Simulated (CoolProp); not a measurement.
Vapour pressure (MPa) of 1,2-dichloroethane: the reference equation beside estimates from Tc = 288.4 °C, pc = 5.226 MPa, ω = 0.269.

Model: reference Helmholtz-energy equation of state, Thol 2015, in CoolProp.

| T (°C) | reference | Lee-Kesler | van der Waals | Redlich-Kwong | Soave-Redlich-Kwong | Peng-Robinson |
|---|---|---|---|---|---|---|
| -5.95 | 0.001958 | 0.001759 | 0.1030 | 0.005772 | 0.001815 | 0.002002 |
| 5.35 | (withheld) | 0.003460 | 0.1374 | 0.01053 | 0.003560 | 0.003860 |
| 16.75 | 0.006998 | 0.006444 | 0.1797 | 0.01818 | 0.006606 | 0.007055 |
| 28.05 | 0.01214 | 0.01132 | 0.2301 | 0.02967 | 0.01155 | 0.01218 |
| 39.45 | 0.02019 | 0.01904 | 0.2903 | 0.04650 | 0.01936 | 0.02019 |
| 50.75 | (withheld) | 0.03059 | (withheld) | 0.06981 | 0.03098 | 0.03199 |
| 62.15 | 0.04933 | 0.04751 | 0.4413 | 0.1016 | 0.04795 | 0.04911 |
| 73.45 | 0.07314 | 0.07111 | 0.5334 | 0.1431 | 0.07154 | 0.07274 |
| 84.85 | 0.1057 | 0.1036 | 0.6386 | 0.1968 | 0.1040 | 0.1051 |
| 96.15 | 0.1483 | 0.1465 | 0.7558 | 0.2635 | 0.1467 | 0.1475 |
| 107.45 | 0.2034 | 0.2022 | 0.8865 | 0.3457 | 0.2022 | 0.2024 |

Question: What belongs in the gaps?

Answer: 
- 5.35, reference: 0.003805
- 50.75, reference: 0.03208
- 50.75, van der Waals: 0.3601

Absolute difference from the reference over all 11 rows, mean and median: Lee-Kesler 5.0 and 4.6 %, van der Waals 1633.5 and 1022.5 %, Redlich-Kwong 123.6 and 117.6 %, Soave-Redlich-Kwong 3.6 and 3.4 %, Peng-Robinson 0.7 and 0.5 %.
